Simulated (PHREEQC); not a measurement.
1 kg of water holding 0.11 mol NaCl and 0.089 mol NaHCO3 meets 20 L of dry gas (CO2 0.39, CH4 0.37, H2S 0.24 by moles) at fixed total pressure, at 25 °C; fugacities by Peng-Robinson. The gases take part in no redox reaction, some water evaporates into the gas, and hydrates or a liquid gas phase aren't modelled. No solid was allowed to form.

All values are PHREEQC results (ion-association model, phreeqc.dat), not measurements.

| P (atm) | dissolved CO2 (all carbonate carbon) (mol/kgw) | φ of CO2 | p of CO2 (atm) |
|---|---|---|---|
| 1 | 0.0809 | 0.994 | 0.402 |
| 2 | 0.0921 | 0.989 | 0.794 |
| 3 | 0.104 | 0.984 | 1.18 |
| 5 | 0.128 | 0.973 | 1.96 |
| 7.5 | 0.157 | 0.959 | 2.94 |
| 10 | 0.185 | 0.946 | 3.91 |
| 15 | 0.238 | 0.919 | 5.86 |

Complexes and solids missing from the database can't appear.
